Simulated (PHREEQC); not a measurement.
Solution (46 °C): 0.044 mol/kgw TMAH and 3.9e-05 mol/kgw K2CO3. Closed to the air; pH follows from the charge balance.

The numbers come from PHREEQC with the ion-association model, wateq4f.dat.

```yaml
pH: 11.93
ionic_strength: 0.0441 mol/kgw
total_alkalinity: 44.1 meq/kg
```

| species | molality | activity | log γ |
|---|---|---|---|
| OH- | 0.0440 | 0.0358 | -0.090 |
| (CH3)4N+ | 0.0440 | 0.0360 | -0.087 |
| K+ | 7.80e-5 | 6.36e-5 | -0.089 |
| CO3-2 | 3.86e-5 | 1.83e-5 | -0.324 |
| HCO3- | 3.99e-7 | 3.32e-7 | -0.081 |

Precipitation was switched off in this run. Complexes and solids missing from the database can't appear. (CH3)4N+ isn't in the database: it is added as a free cation with an ion size of 4 Å. At this temperature some constants are extrapolated from 25 °C, and those without enthalpy data are left unchanged.
